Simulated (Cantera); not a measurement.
An adiabatic, constant-volume homogeneous reactor starts with CH4 : C2H6 : O2 : N2 : H2O = 1 : 0.086 : 3.33 : 12.5 : 0.8 (molar parts), equivalence ratio 0.69, at 1675 K and 210 Torr.

Detailed kinetics in Cantera: GRI-Mech 3.0 (53 species, 325 reactions).

**Question.** Predict: time of steepest temperature rise; temperature at 3.00 s; equilibrium temperature; x(O2) at 3.00 s; x(HO2) at 3.00 s.

**Answer.** 
| Property | Result |
|---|---|
| time of steepest temperature rise | 0.188 ms |
| temperature at 3.00 s | 2674 K |
| equilibrium temperature | 2674 K |
| x(O2) at 3.00 s | 0.0557 (gas-phase equilibrium 0.0557) |
| x(HO2) at 3.00 s | 7.84e-6 (gas-phase equilibrium 7.84e-6) |
